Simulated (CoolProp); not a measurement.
A Linde-Hampson liquefier for ethylene: isothermal reversible compression at 320 K from 1 atm to 40 MPa, throttling to 1 atm, return gas leaving the recuperator 10 K below the feed. Each further row changes one setting.

Values from CoolProp's reference Helmholtz-energy equation of state, Smukala 2000.

| case | liquid yield per pass | compression work (kJ/kg of gas) |
|---|---|---|
| as stated | ? | 468 |
| high pressure 80 MPa | 0.370 | ? |
| warm-end temperature 350 K | ? | 539 |
| warm-end gap 15 K | ? | 468 |

Question: Complete the blanks.

Answer: 
- as stated, liquid yield per pass: 0.414
- high pressure 80 MPa, compression work (kJ/kg of gas): 554
- warm-end temperature 350 K, liquid yield per pass: 0.347
- warm-end gap 15 K, liquid yield per pass: 0.407
